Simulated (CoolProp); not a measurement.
Properties of normal hydrogen along the isotherm -191.65 °C (Tc = -240.0 °C, pc = 1.296 MPa, ω = -0.219).

Computed with CoolProp (reference Helmholtz-energy equation of state, Leachman 2009).

```json
[
 {"p (MPa)": "0.0102", "phase": "gas", "Z": "0.9999", "cp (kJ/(kg K))": "10.72", "expansivity (1/kK)": "12.28", "viscosity (µPa s)": "3.53", "Prandtl number": "0.669"},
 {"p (MPa)": "0.0233", "phase": "gas", "Z": "0.9997", "cp (kJ/(kg K))": "10.73", "expansivity (1/kK)": "12.29", "viscosity (µPa s)": "3.53", "Prandtl number": "0.669"},
 {"p (MPa)": "0.0531", "phase": "gas", "Z": "0.9993", "cp (kJ/(kg K))": "10.74", "expansivity (1/kK)": "12.31", "viscosity (µPa s)": "3.53", "Prandtl number": "0.669"},
 {"p (MPa)": "0.121", "phase": "gas", "Z": "0.9985", "cp (kJ/(kg K))": "10.78", "expansivity (1/kK)": "12.37", "viscosity (µPa s)": "3.54", "Prandtl number": "0.669"},
 {"p (MPa)": "0.275", "phase": "gas", "Z": "0.9967", "cp (kJ/(kg K))": "10.85", "expansivity (1/kK)": "12.49", "viscosity (µPa s)": "3.55", "Prandtl number": "0.669"},
 {"p (MPa)": "0.626", "phase": "gas", "Z": "0.9926", "cp (kJ/(kg K))": "11.03", "expansivity (1/kK)": "12.78", "viscosity (µPa s)": "3.58", "Prandtl number": "0.670"},
 {"p (MPa)": "1.42", "phase": "supercritical", "Z": "0.9841", "cp (kJ/(kg K))": "11.44", "expansivity (1/kK)": "13.41", "viscosity (µPa s)": "3.65", "Prandtl number": "0.678"},
 {"p (MPa)": "3.24", "phase": "supercritical", "Z": "0.9714", "cp (kJ/(kg K))": "12.37", "expansivity (1/kK)": "14.64", "viscosity (µPa s)": "3.85", "Prandtl number": "0.710"}
]
```

Viscosity comes from a separate model (Muzny 2013). Thermal conductivity comes from a separate model (Assael 2011).
